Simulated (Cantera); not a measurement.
A closed system holds: 1 mol N₂O, 0.051 mol H₂O, 9 mol H₂, held at 3323 K and 1000 Pa.

These are equilibrium values from Cantera (NASA tables, ideal gas, pure condensed phases), not measurements of a reactor. Candidate condensed phases: H₂O; 24 gas species. The numbers say what is thermodynamically allowed, not how fast it happens.

Base state: H 0.845, N₂ 0.0519, O 0.0486, H₂ 0.0477, OH 0.00463, H₂O 0.000629, NO 0.000601, O₂ 0.000249 (mole fractions); condensed: gas only.

What changes in the equilibrium state with this change: 1.5 mol HCl added?


```
species    before     after
-------  --------  --------
H           0.845     0.797
Cl              0    0.0632
N₂         0.0519    0.0451
O          0.0486    0.0426
H₂         0.0477    0.0423
HCl             0   0.00502
O₂       0.000249  0.000191
```
Further candidate phases: NH₄Cl.
